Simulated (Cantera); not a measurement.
Input (Python, Cantera):

```python
import numpy as np
import cantera as ct

gas = ct.Solution("gri30.yaml")
gas.TPX = 498, 100000, {'C3H8': 1, 'O2': 4.55, 'N2': 17.1, 'CO2': 0.82}
flame = ct.FreeFlame(gas, width=0.04)
flame.set_refine_criteria(ratio=3, slope=0.08, curve=0.16)
flame.transport_model = "mixture-averaged"
flame.solve(loglevel=0, auto=True)
z, T = flame.grid, flame.T
thick = (T[-1] - T[0]) / np.gradient(T, z).max()
show = ['C3H8', 'O2', 'CO2', 'C2H2', 'HO2', 'CH2O']
print(f"laminar burning velocity  {flame.velocity[0] * 100:.3f} cm/s")
print(f"burnt temperature         {T[-1]:.1f} K")
print(f"thermal thickness         {thick * 1e3:.4f} mm")
print(f"grid points               {len(z)}")
z0 = z[flame.heat_release_rate.argmax()]
print(f"{'z/mm':>9s}{'T/K':>9s}{'u/(m/s)':>9s}" + "".join(f"{s:>11s}" for s in show))
rows = []
for k in (-3, -2, -1.5, -1, -0.5, -0.25, 0, 0.25, 0.5, 1, 2, 4, 8):
    zz = z0 + k * thick
    rows.append([k * thick, np.interp(zz, z, T), np.interp(zz, z, flame.velocity),
                 *(np.interp(zz, z, flame.X[gas.species_index(s)]) for s in show)])
    print(f"{rows[-1][0] * 1e3:9.3f}{rows[-1][1]:9.1f}{rows[-1][2]:9.3f}" + "".join(f"{x:11.3e}" for x in rows[-1][3:]))
```

Output:

```
laminar burning velocity  96.944 cm/s
burnt temperature         2307.5 K
thermal thickness         0.3120 mm
grid points               151
     z/mm      T/K  u/(m/s)       C3H8         O2        CO2       C2H2        HO2       CH2O
   -0.936    498.1    0.970  4.257e-02  1.937e-01  3.491e-02  1.252e-08  4.091e-08  7.727e-08
   -0.624    498.9    0.974  4.250e-02  1.932e-01  3.485e-02  2.525e-07  6.019e-07  1.635e-06
   -0.468    503.5    0.986  4.239e-02  1.923e-01  3.476e-02  2.094e-06  3.814e-06  1.402e-05
   -0.312    543.8    1.072  4.184e-02  1.875e-01  3.466e-02  2.507e-05  2.990e-05  1.654e-04
   -0.156    879.7    1.785  3.229e-02  1.535e-01  3.665e-02  3.610e-04  1.352e-04  1.387e-03
   -0.078   1287.6    2.699  1.242e-02  1.099e-01  4.231e-02  1.031e-03  2.635e-04  1.835e-03
    0.000   1684.1    3.615  4.510e-04  6.176e-02  5.348e-02  1.724e-03  1.625e-04  7.781e-04
    0.078   1860.8    4.006  5.236e-07  3.387e-02  6.689e-02  4.337e-04  2.179e-05  1.125e-04
    0.156   1911.0    4.101  7.796e-11  2.292e-02  7.813e-02  2.403e-05  7.253e-06  8.101e-06
    0.312   1957.9    4.177  3.138e-17  1.680e-02  9.029e-02  4.497e-08  4.874e-06  2.874e-08
    0.624   2016.4    4.279  4.281e-24  1.377e-02  9.737e-02  5.107e-12  3.675e-06  2.831e-10
    1.248   2086.9    4.409  6.045e-34  1.117e-02  1.013e-01  5.909e-18  2.611e-06  2.311e-10
    2.496   2159.6    4.540 -5.069e-39  8.347e-03  1.056e-01  7.517e-20  1.689e-06  1.903e-10
```

Detailed kinetics in Cantera: GRI-Mech 3.0 (53 species, 325 reactions). GRI-Mech 3.0 was tuned for natural gas; its chemistry of propane as a main component is partial and can be far from experiment. Burning velocities carry a grid error of a few per cent, more on coarse grids.
